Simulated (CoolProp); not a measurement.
Vapour-liquid equilibrium of cyclohexane (1) + toluene (2) at 394.3 K; x and y are mole fractions of (1).

The numbers come from the multi-fluid Helmholtz-energy mixture model, Zhou 2014 and Lemmon 2006; pair parameters Bell 2016 in CoolProp.

```csv
x,"bubble pressure, mixture model (kPa)","bubble pressure, Raoult's law (kPa)","y, mixture model","y, Raoult's law"
0.05,146.9,143.5,0.120,0.103
0.15,168.3,159.6,0.304,0.278
0.25,187.8,175.6,0.440,0.422
0.35,205.7,191.7,0.548,0.541
0.45,222.1,207.8,0.637,0.641
0.55,237.3,223.8,0.713,0.728
0.65,251.6,239.9,0.781,0.802
0.75,265.0,256.0,0.845,0.868
0.85,277.9,272.0,0.907,0.925
0.95,290.2,288.1,0.968,0.976
```

The largest gap from Raoult's law is +7.3 % in bubble pressure, at x = 0.35. No azeotrope shows between x = 0.05 and 0.95.

The pair parameters rest on a limited set of measurements; away from them the model extrapolates.
